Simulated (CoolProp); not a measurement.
Vapour-liquid equilibrium of R22 (1) + dimethyl ether (2) at 0.0864 MPa; x and y are mole fractions of (1).

Values from CoolProp's multi-fluid Helmholtz-energy mixture model, Kamei 1995 and Wu 2011; pair parameters Bell 2016.

| x | bubble temperature (°C) | y at the bubble point | dew temperature at overall composition x (°C) | liquid density (mol/L) |
|---|---|---|---|---|
| 0.05 | -28.1 | 0.038 | ___ | 16.09 |
| 0.125 | -27.6 | 0.104 | -27.5 | ___ |
| 0.2 | -27.3 | 0.185 | -27.3 | ___ |
| 0.275 | -27.3 | 0.281 | -27.3 | 16.18 |
| 0.35 | -27.5 | 0.392 | -27.4 | 16.21 |
| 0.425 | -28.2 | 0.511 | -27.7 | 16.24 |
| 0.5 | -29.5 | 0.631 | -28.2 | 16.28 |
| 0.575 | -31.2 | 0.742 | -28.8 | 16.33 |
| 0.65 | -33.4 | 0.834 | -29.7 | 16.38 |
| 0.725 | -36.0 | 0.904 | -30.9 | 16.42 |
| 0.8 | -38.5 | 0.951 | -32.5 | 16.46 |
| 0.875 | ___ | 0.979 | -34.8 | 16.47 |
| 0.95 | -43.0 | 0.995 | -38.5 | 16.45 |

**Question.** Fill in the missing entries.

**Answer.** 
- 0.05, dew temperature at overall composition x (°C): -28.0
- 0.125, liquid density (mol/L): 16.12
- 0.2, liquid density (mol/L): 16.15
- 0.875, bubble temperature (°C): -41.0

y crosses x between x = 0.2 and 0.275: the model has an azeotrope there.

Pair parameters are fitted to limited data, so mixtures are less certain than the pure fluids.
